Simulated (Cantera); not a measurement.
A closed system holds: 1 mol BN, 0.01 mol H2, at 1723 K and 1.33 mbar.

Cantera equilibrium calculation (NASA polynomials, part measured and part estimated; ideal gas, pure solids and liquids). Candidate condensed phases: B, BN; 15 gas species. The tables' values for BH2 are old estimates; treat these amounts as uncertain. The numbers say what is thermodynamically allowed, not how fast it happens.

Base state: H2 0.994, H 0.00498, N2 0.000722, BH2 7.29e-5 (mole fractions); condensed: BN(s).

What changes in the equilibrium state with this change: BN replaced by SiC?


| species | before | after |
|---|---|---|
| H2 | 0.994 | 0.995 |
| H | 0.00498 | 0.00498 |
| Si | 0 | 2.95e-5 |
| N2 | 0.000722 | 0 |
| BH2 | 7.29e-5 | 0 |
| C2H2 (acetylene) | 0 | 1.56e-5 |
| BN(s), mol | 1.000 | 0 |
| SiC(s), mol | 0 | 1.00 |
Further candidate phases: C, C6H6, C7H8, C8H18, Si, SiC.
